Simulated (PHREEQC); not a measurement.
A solution holds 0.0015 mol Ag2SO4 per kg of water, at 25 °C. Closed to the air; pH follows from the charge balance.

The numbers come from PHREEQC with the ion-association model, wateq4f.dat.

The pH is 6.97 and the ionic strength comes out as 0.00438 mol/kgw.

```json
[
 {"species": "Ag+", "molality": "0.00294", "activity": "0.00274", "log γ": "-0.031"},
 {"species": "SO4-2", "molality": "0.00144", "activity": "0.00109", "log γ": "-0.122"},
 {"species": "AgSO4-", "molality": "6.22e-5", "activity": "5.79e-5", "log γ": "-0.031"},
 {"species": "H+", "molality": "1.14e-7", "activity": "1.07e-7", "log γ": "-0.028"},
 {"species": "OH-", "molality": "1.01e-7", "activity": "9.36e-8", "log γ": "-0.031"},
 {"species": "AgOH", "molality": "2.56e-8", "activity": "2.56e-8", "log γ": "0.000"}
]
```

This is a speciation only: nothing precipitates in the calculation. Complexes and solids missing from the database can't appear.
